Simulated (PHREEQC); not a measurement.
A solution holds 0.0042 mol/kgw ZnSO4 and 0.002 mol/kgw HCl, at 25 °C. Closed to the air; pH follows from the charge balance.

Equilibrium calculation in PHREEQC: ion-association model, phreeqc.dat.

```yaml
pH: 2.82
ionic_strength: 0.0145 mol/kgw
specific_conductance: 1400 µS/cm
total_alkalinity: -2.00 meq/kg
```

| species | molality | activity | log γ |
|---|---|---|---|
| Zn+2 | 0.00329 | 0.00205 | -0.205 |
| SO4-2 | 0.00297 | 0.00185 | -0.206 |
| Cl- | 0.00199 | 0.00176 | -0.054 |
| H+ | 0.00169 | 0.00152 | -0.045 |
| ZnSO4 | 0.000883 | 0.000886 | 0.001 |
| HSO4- | 0.000309 | 0.000273 | -0.053 |
| Zn(SO4)2-2 | 2.16e-5 | 1.33e-5 | -0.211 |
| ZnCl+ | 1.10e-5 | 9.69e-6 | -0.053 |
| ZnCl2 | 1.78e-8 | 1.78e-8 | 0.001 |
| ZnOH+ | 1.66e-9 | 1.47e-9 | -0.053 |

This is a speciation only: nothing precipitates in the calculation. Complexes and solids missing from the database can't appear.
